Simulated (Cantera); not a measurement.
## Low-pressure radical oxidation in H2/O2

A perfectly stirred reactor is fed with H₂ : O₂ : N₂ = 0.19 : 1 : 4.2 (molar parts), equivalence ratio 0.095, at 0.0267 bar; it is held at 1450 K, and followed from long to short residence time.

Computed with Cantera and the H2/O2 subset of GRI-Mech 3.0, which has no nitrogen chemistry. Radical loss at walls, strong at low pressure, is not modelled. The temperature is held fixed by assumption; the heat of reaction is taken as removed at once.

| τ (s) | x H₂ | x O₂ | x H | x OH | x H₂O | x H₂O₂ | x HO₂ |
|---|---|---|---|---|---|---|---|
| 5.9 | 7.99e-5 | 0.170 | 7.35e-5 | 0.000846 | 0.0353 | 1.20e-8 | 2.77e-7 |
| 2.5 | 0.000139 | 0.170 | 0.000170 | 0.00112 | 0.0351 | 1.63e-8 | 3.92e-7 |
| 1.1 | 0.000232 | 0.169 | 0.000372 | 0.00144 | 0.0347 | 2.12e-8 | 5.18e-7 |
| 0.46 | 0.000389 | 0.168 | 0.000824 | 0.00187 | 0.0340 | 2.69e-8 | 6.56e-7 |
| 0.20 | 0.000612 | 0.167 | 0.00165 | 0.00233 | 0.0331 | 3.24e-8 | 7.74e-7 |
| 0.085 | 0.000911 | 0.166 | 0.00304 | 0.00282 | 0.0318 | 3.70e-8 | 8.66e-7 |
| 0.036 | 0.00125 | 0.164 | 0.00483 | 0.00325 | 0.0302 | 4.01e-8 | 9.23e-7 |
| 0.016 | 0.00159 | 0.163 | 0.00641 | 0.00355 | 0.0288 | 4.20e-8 | 9.52e-7 |
| 0.0067 | 0.00207 | 0.162 | 0.00763 | 0.00381 | 0.0275 | 4.41e-8 | 9.70e-7 |
x: mole fraction; the columns are a selection and need not sum to one.
